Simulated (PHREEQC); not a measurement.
A solution holds 6.4 mmol/kgw HCl, 0.17 mmol/kgw NaCl and 0.42 mmol/kgw MnSO4, at 15 °C. Closed to the air; pH follows from the charge balance.

All values are PHREEQC results (Pitzer model, pitzer.dat), not measurements.

This is a speciation only: nothing precipitates in the calculation.

Problem. Estimate the pH, specific conductance, osmotic coefficient.

Solution. pH 2.24; specific conductance 2060 µS/cm; osmotic coefficient 0.966.

Problem. In which forms is S present?

Solution. SO4-2 77 %, HSO4- 23 % of the S.
